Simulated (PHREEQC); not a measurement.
PHREEQC input (ion-association model, wateq4f.dat):

```
SOLUTION_SPECIES
  PO4-3 + 3H+ = H3PO4  # constants of phreeqc.dat
    -log_k 21.721
    -delta_h -10.1 kJ
SOLUTION 1
  temp 25
  units mol/kgw
  pH 7 charge
END
SELECTED_OUTPUT 1
  -reset false
  -pH true
  -pe true
  -ionic_strength true
  -water true
  -totals Cl Na P Zn
  -molalities H+ Cl- Na+ PO4-3 Zn+2 HPO4-2 H2PO4- NaHPO4- O2 OH-
    ZnCl+ ZnCl2 ZnCl3- ZnCl4-2 ZnOH+ Zn(OH)2 Zn(OH)3- Zn(OH)4-2 ZnOHCl H3PO4
  -equilibrium_phases Zn3(PO4)2:4w Zn(OH)2-e Zn5(OH)8Cl2 Halite
PRINT
  -reset false
USE solution 1
REACTION 1
  NaCl 1
  0 0.00833 0.0167 0.025 0.0333 0.0417 0.05 0.0583 0.0667 0.075 0.0833 0.0917 0.1 moles
EQUILIBRIUM_PHASES 1
  Zn3(PO4)2:4w 0 0.5
  Zn(OH)2-e 0 0
  Zn5(OH)8Cl2 0 0
  Halite 0 0
  O2(g) -0.68 10
END
```

Selected output (columns that matter, 13 of 13 rows; NaCl added (mol) added in front):

```
NaCl added (mol)	pH	mu	Cl	Na	P	Zn	m_H+	m_Cl-	m_Na+	m_Zn+2	m_HPO4-2	Zn3(PO4)2:4w	Zn(OH)2-e	Zn5(OH)8Cl2
0	8.1034	8.4269e-05	0	0	2.2468e-05	2.7241e-05	7.9652e-09	0	0	2.0496e-05	2.0007e-05	0.49999	6.4611e-06	0
0.00833	8.1047	0.0084457	0.00833	0.00833	3.1053e-05	3.6199e-05	8.5546e-09	0.0083289	0.0083297	2.8163e-05	2.806e-05	0.49998	1.038e-05	0
0.0167	8.1053	0.01683	0.0167	0.0167	3.5357e-05	4.0815e-05	8.7596e-09	0.016698	0.016699	3.1666e-05	3.196e-05	0.49998	1.222e-05	0
0.025	8.1059	0.025142	0.025	0.025	3.8769e-05	4.4515e-05	8.8959e-09	0.024997	0.024999	3.4313e-05	3.4995e-05	0.49998	1.3638e-05	0
0.0333	8.1063	0.033451	0.0333	0.0333	4.173e-05	4.7751e-05	8.9995e-09	0.033296	0.033299	3.6526e-05	3.7591e-05	0.49998	1.4844e-05	0
0.0417	8.1067	0.041859	0.0417	0.0417	4.4428e-05	5.0716e-05	9.084e-09	0.041695	0.041698	3.8477e-05	3.9928e-05	0.49998	1.5925e-05	0
0.05	8.1096	0.050166	0.049998	0.05	4.7392e-05	5.2912e-05	9.1028e-09	0.049992	0.049998	3.9754e-05	4.2502e-05	0.49998	1.3164e-05	1.0025e-06
0.0583	8.1011	0.058472	0.05829	0.0583	5.2623e-05	5.3842e-05	9.3501e-09	0.058283	0.058298	4.0341e-05	4.7015e-05	0.49997	0	5.0184e-06
0.0667	8.0837	0.066881	0.066689	0.0667	5.6003e-05	5.6528e-05	9.7962e-09	0.066681	0.066697	4.2443e-05	4.9783e-05	0.49997	0	5.4953e-06
0.075	8.0686	0.075189	0.074988	0.075	5.9185e-05	5.9102e-05	1.0202e-08	0.074979	0.074997	4.4397e-05	5.2368e-05	0.49997	0	5.9351e-06
0.0833	8.055	0.083497	0.083287	0.0833	6.2237e-05	6.1605e-05	1.0579e-08	0.083278	0.083296	4.6246e-05	5.4828e-05	0.49997	0	6.35e-06
0.0917	8.0427	0.091905	0.091686	0.0917	6.5212e-05	6.4073e-05	1.0936e-08	0.091676	0.091696	4.8024e-05	5.7209e-05	0.49997	0	6.749e-06
0.1	8.0315	0.10021	0.099986	0.1	6.8055e-05	6.6452e-05	1.1268e-08	0.099974	0.099996	4.9701e-05	5.9469e-05	0.49997	0	7.1262e-06
```

Complexes and solids missing from the database can't appear. H3PO4, which wateq4f.dat lacks, is added to it with the constant of phreeqc.dat. The database has no phosphate complexes of Zn.
